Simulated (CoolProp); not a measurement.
Values from CoolProp's reference Helmholtz-energy equation of state, Lemmon 2013.

Question: Give the vapour pressure (MPa), liquid density (kg/m³), enthalpy of vaporisation (kJ/kg), vapour Z of saturated propylene at 9.05, 17.95, 26.85 °C.

Answer: 
```csv
T (°C),p (MPa),liquid density (kg/m³),enthalpy of vaporisation (kJ/kg),vapour Z
9.05,0.758,532,363,0.854
17.95,0.964,518,348,0.827
26.85,1.21,503,331,0.797
```
